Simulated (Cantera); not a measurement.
Feed: 1 mol Zr, a varied amount of N₂O, 49 mol N₂, at 1123 K and 56.3 Torr.

These are equilibrium values from Cantera (NASA tables, ideal gas, pure condensed phases), not measurements of a reactor. Candidate condensed phases: Zr, ZrN, ZrO₂; 13 gas species. Mutual solubility and eutectic melting of coexisting phases are not modelled. ZrN: taken at fixed stoichiometry. Condensed phases not in the tables: solid solutions among these carbides, nitrides and lower oxides. The numbers say what is thermodynamically allowed, not how fast it happens.

log p: log10 of the partial pressure in bar; n: condensed amount in mol.

```tsv
n(N₂O) (mol)	log p N₂	log p O₂	log p NO	log p NO₂	log p O	log p N₂O	n ZrN(s)	n ZrO₂(monoclinic)
0.18	-1.12	<-13	<-13	<-13	<-13	<-13	0.910	0.0900
0.27	-1.12	<-13	<-13	<-13	<-13	<-13	0.865	0.135
0.4	-1.12	<-13	<-13	<-13	<-13	<-13	0.800	0.200
0.58	-1.12	<-13	<-13	<-13	<-13	<-13	…	…
0.86	-1.12	<-13	<-13	<-13	<-13	<-13	…	…
1.3	-1.12	<-13	<-13	<-13	<-13	<-13	0.350	0.650
1.8	-1.12	<-13	<-13	<-13	<-13	<-13	0.100	0.900
2.7	-1.13	-3.30	-5.80	-8.71	-10.01	-10.45	0	1.00
4	-1.13	-2.86	-5.59	-8.27	-9.79	-10.23	0	1.00
5.8	-1.14	-2.60	-5.46	-8.02	-9.66	-10.11	0	1.00
```

**Question.** Complete the blanks.

**Answer.** 
- 0.58, n ZrN(s): 0.710
- 0.58, n ZrO₂(monoclinic): 0.290
- 0.86, n ZrN(s): 0.570
- 0.86, n ZrO₂(monoclinic): 0.430
